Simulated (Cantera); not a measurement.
Charge: 1 mol FeS2, 4.3 mol H2S, 1.5 mol CO2, equilibrated at 10.0 mbar.

These are equilibrium values from Cantera (NASA tables, ideal gas, pure condensed phases), not measurements of a reactor. Candidate condensed phases: C, C6H6, C7H8, C8H18, Fe, Fe(CO)5, FeO, Fe(OH)2, Fe(OH)3, FeS, FeSO4, FeS2, Fe2O3, Fe2(SO4)3, Fe3O4, H2O, H2SO4, S; 127 gas species. FeS: taken at fixed stoichiometry. Gases not in the tables: S3 to S7. The numbers say what is thermodynamically allowed, not how fast it happens.

x: gas mole fraction; n: condensed amount in mol.

```
T (°C)       x H2S        x H2        x S2        x CO       x CO2   x H2O       x COS        x SH        x SO       x SO2  n FeS(s)  n FeS(l)
------  ----------  ----------  ----------  ----------  ----------  ------  ----------  ----------  ----------  ----------  --------  --------
650          0.534      0.0455       0.123      0.0502       0.157  0.0699      0.0187     2.90e-5     1.61e-7     1.96e-5      1.00         0
725          0.452      0.0831       0.154      0.0785       0.127  0.0925      0.0135     9.09e-5     8.26e-7     4.25e-5      1.00         0
800          0.362       0.129       0.186       0.103      0.0978   0.113     0.00915    0.000234     3.50e-6     8.92e-5      1.00         0
875     (withheld)  (withheld)  (withheld)  (withheld)  (withheld)   0.128  (withheld)  (withheld)  (withheld)  (withheld)      1.00         0
950          0.203       0.220       0.242       0.134      0.0575   0.138     0.00396    0.000968     3.86e-5    0.000337      1.00         0
1025         0.147       0.255       0.261       0.142      0.0456   0.144     0.00264     0.00165    0.000106    0.000616      1.00         0
1100         0.105       0.282       0.274       0.148      0.0373   0.147     0.00179     0.00260    0.000264     0.00109      1.00         0
1175    (withheld)       0.302       0.283       0.151  (withheld)   0.148  (withheld)  (withheld)  (withheld)  (withheld)     1.000         0
1250        0.0553       0.316       0.288       0.154      0.0269   0.148    0.000900     0.00535     0.00126     0.00297         0     1.000
1325        0.0410       0.327       0.290       0.157      0.0232   0.145    0.000663     0.00719     0.00244     0.00452         0     1.000
1400        0.0310       0.336       0.290       0.159      0.0201   0.141    0.000500     0.00935     0.00438     0.00647         0     0.999
1475        0.0239       0.344       0.286       0.160      0.0174   0.135    0.000385      0.0118     0.00735     0.00868         0     0.996
1550        0.0186       0.350       0.281       0.161      0.0149   0.127    0.000300      0.0146      0.0116      0.0109         0     0.985
1625        0.0146       0.354       0.273       0.160      0.0126   0.117    0.000236      0.0175      0.0171      0.0129         0     0.939
```

Complete the blanks.


- 875, x H2S: 0.276
- 875, x H2: 0.177
- 875, x S2: 0.216
- 875, x CO: 0.122
- 875, x CO2: 0.0745
- 875, x COS: 0.00604
- 875, x SH: 0.000509
- 875, x SO: 1.25e-5
- 875, x SO2: 0.000177
- 1175, x H2S: 0.0758
- 1175, x CO2: 0.0314
- 1175, x COS: 0.00125
- 1175, x SH: 0.00383
- 1175, x SO: 0.000600
- 1175, x SO2: 0.00184
